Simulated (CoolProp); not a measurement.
Dodecamethylpentasiloxane (MD3M) along the isobar 0.207 MPa: fugacity coefficient from the reference equation and from simpler models built on Tc = 628.0 K, pc = 0.9540 MPa, ω = 0.730; each cubic takes its own stable root.

The numbers come from the reference Helmholtz-energy equation of state, Thol 2019 in CoolProp.

```csv
T (K),phase,reference,van der Waals,Peng-Robinson
302.9,liquid,5.029e-5,0.1027,8.374e-5
318.2,liquid,0.0001796,0.1419,0.0002681
333.5,liquid,0.0005514,0.1901,0.0007543
348.8,liquid,0.001489,0.2479,0.001899
364.1,liquid,0.003599,0.3158,0.004344
379.4,liquid,0.007905,0.3939,0.009138
394.7,liquid,0.01598,0.4825,0.01786
410,liquid,0.03005,0.5813,0.03272
425.3,liquid,0.05301,0.6901,0.05661
440.6,liquid,0.08839,0.8084,0.09304
455.9,liquid,0.1402,0.8633,0.1461
471.2,liquid,0.2129,0.8734,0.2201
486.5,liquid,0.3105,0.8825,0.3196
501.8,liquid,0.4371,0.8907,0.4484
```

At some of these states van der Waals gives the other phase, because its saturation line lies elsewhere.
